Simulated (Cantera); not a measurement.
A closed system holds: 1 mol LiCl, 0.25 mol H2O, 2.3 mol H2, held at 5.40 Pa.

Cantera equilibrium calculation (NASA polynomials, part measured and part estimated; ideal gas, pure solids and liquids). Candidate condensed phases: H2O, Li, LiCl, LiH, LiOH, Li2O; 25 gas species. Rates play no part. All values below are at 2048 K.

Base state: H2 0.450, LiCl 0.206, H 0.204, H2O 0.0565, Li 0.0387, HCl 0.0297, Cl 0.01000, OH 0.00280 (mole fractions); condensed: gas only.

Q: What changes in the equilibrium state with this change: pressure from 5.40 Pa to 1.70 mbar?

A: 
```json
[
 {"species": "H2", "before": "0.450", "after": "0.600"},
 {"species": "LiCl", "before": "0.206", "after": "0.254"},
 {"species": "H2O", "before": "0.0565", "after": "0.0654"},
 {"species": "H", "before": "0.204", "after": "0.0421"},
 {"species": "Li", "before": "0.0387", "after": "0.0164"},
 {"species": "HCl", "before": "0.0297", "after": "0.0179"},
 {"species": "O2", "before": "4.94e-5", "after": "1.18e-6"},
 {"species": "O", "before": "0.000917", "after": "2.53e-5"},
 {"species": "Cl", "before": "0.01000", "after": "0.000928"},
 {"species": "OH", "before": "0.00280", "after": "0.000499"}
]
```
